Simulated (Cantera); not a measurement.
A closed system holds: 1 mol PbO, 0.21 mol O₂, 52 mol H₂, at 498.15 K and 3.53 Torr.

Method: chemical equilibrium by Gibbs-energy minimisation in Cantera with the NASA 1993 tables (ideal gas, pure condensed phases). Candidate condensed phases: H₂O, Pb, PbO, PbO₂, Pb₃O₄; 12 gas species. Rates play no part.

Base state: H₂ 0.973, H₂O 0.0273 (mole fractions); condensed: Pb(s).

Question: What changes in the equilibrium state with this change: temperature from 498.15 K to 1600 K?

Answer: 
| species | before | after |
|---|---|---|
| H₂ | 0.973 | 0.954 |
| H₂O | 0.0273 | 0.0268 |
| Pb | <1e-9 | 0.0189 |
| H | <1e-9 | 0.000774 |
| Pb(s), mol | 1.00 | 0 |

Question: What changes in the equilibrium state with this change: temperature from 498.15 K to 1000 K?

Answer: 
```
species     before    after
----------  ------  -------
H₂           0.973    0.969
H₂O         0.0273   0.0272
Pb           <1e-9  0.00345
Pb(s), mol    1.00        0
Pb(l), mol       0    0.820
```
